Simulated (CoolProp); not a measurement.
Nitrogen along the isotherm 205.3 K: Z from the reference equation and from simpler models built on Tc = 126.2 K, pc = 3.396 MPa, ω = 0.037; each cubic takes its own stable root.

The numbers come from the reference Helmholtz-energy equation of state, Span 2000 in CoolProp.

```csv
p (MPa),phase,reference,van der Waals,Redlich-Kwong,Soave-Redlich-Kwong,Peng-Robinson
0.0537,gas,0.9990,0.9987,0.9988,0.9990,0.9986
0.0867,gas,0.9983,0.9979,0.9981,0.9984,0.9978
0.14,gas,0.9973,0.9966,0.9970,0.9974,0.9965
0.226,gas,0.9956,0.9945,0.9951,0.9958,0.9943
0.366,gas,0.9929,0.9911,0.9921,0.9932,0.9908
0.591,gas,0.9886,0.9856,0.9874,0.9890,0.9852
0.955,gas,0.9817,0.9767,0.9797,0.9824,0.9764
1.54,gas,0.9708,0.9625,0.9677,0.9721,0.9626
2.49,gas,0.9536,0.9394,0.9489,0.9563,0.9413
4.03,supercritical,0.9277,0.9028,0.9210,0.9331,0.9105
6.5,supercritical,0.8927,0.8503,0.8846,0.9042,0.8717
10.5,supercritical,0.8609,0.8065,0.8545,0.8835,0.8400
17,supercritical,0.8841,0.8734,0.8815,0.9148,0.8583
```
